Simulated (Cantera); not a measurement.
Source: NASA polynomial tables (part measured, part estimated), evaluated in Cantera. Values are per mole of reaction as written; species without (g) are pure solids or liquids, kept so even where they would boil at 1 bar.

Q: Between 300 and 725 K, where is each reaction favourable under standard conditions?
- 4 Ni + 2 CS2(g) + 6 H(g) ⇌ 4 NiS + C2H6(g)

A: 
- 4 Ni + 2 CS2(g) + 6 H(g) ⇌ 4 NiS + C2H6(g): ΔG° is -1724 kJ at 300 K and -1354 kJ at 725 K; it stays negative (K > 1). ΔH° is -1979 kJ and ΔS° -863 J/K at 725 K.
